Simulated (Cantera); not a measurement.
Adiabatic ignition

An adiabatic, constant-pressure homogeneous reactor starts with CH3OH : O2 : N2 : CO2 = 1 : 1.25 : 4.7 : 0.2 (molar parts), equivalence ratio 1.2, at 1725 K and 1.00 bar.

Model: GRI-Mech 3.0 (53 species, 325 reactions), integrated in Cantera. GRI-Mech 3.0 was tuned for natural gas; its chemistry of methanol as a main component is partial and can be far from experiment.

```tsv
t (s)	T (K)	x CH3OH	x O2	x CO2	x HCN	x NO	x CH2	x N2O
3.00e-6	1725	0.139	0.174	0.0280	9.28e-12	8.00e-12	1.89e-6	1.37e-9
8.23e-6	1726	0.136	0.172	0.0280	4.12e-11	3.67e-11	1.90e-6	1.17e-8
2.26e-5	1769	0.110	0.158	0.0276	4.25e-10	3.63e-10	2.87e-6	9.82e-8
6.20e-5	2400	<1e-12	0.0263	0.0582	3.81e-11	3.61e-5	<1e-12	8.66e-8
0.000170	2667	<1e-12	0.0199	0.0652	2.46e-10	0.000355	<1e-12	1.94e-7
0.000468	2775	<1e-12	0.0165	0.0695	1.06e-9	0.00161	<1e-12	3.12e-7
0.00128	2774	<1e-12	0.0155	0.0694	2.12e-9	0.00444	<1e-12	3.31e-7
0.00352	2769	<1e-12	0.0146	0.0691	3.19e-9	0.00734	<1e-12	3.65e-7
0.00967	2768	<1e-12	0.0145	0.0690	3.38e-9	0.00785	<1e-12	3.72e-7
0.0265	2768	<1e-12	0.0145	0.0690	3.38e-9	0.00785	<1e-12	3.72e-7
0.0729	2768	<1e-12	0.0145	0.0690	3.38e-9	0.00785	<1e-12	3.72e-7
0.200	2768	<1e-12	0.0145	0.0690	3.38e-9	0.00785	<1e-12	3.72e-7
```
x: mole fraction; the columns are a selection and need not sum to one.

```
Property                                                           Value
---------------------------------  -------------------------------------
time of steepest temperature rise                                38.4 µs
temperature at 0.200 s                                            2768 K
equilibrium temperature                                           2768 K
x(CH3OH) at 0.200 s                <1e-12 (gas-phase equilibrium <1e-12)
x(O2) at 0.200 s                   0.0145 (gas-phase equilibrium 0.0145)
x(CO2) at 0.200 s                  0.0690 (gas-phase equilibrium 0.0690)
```
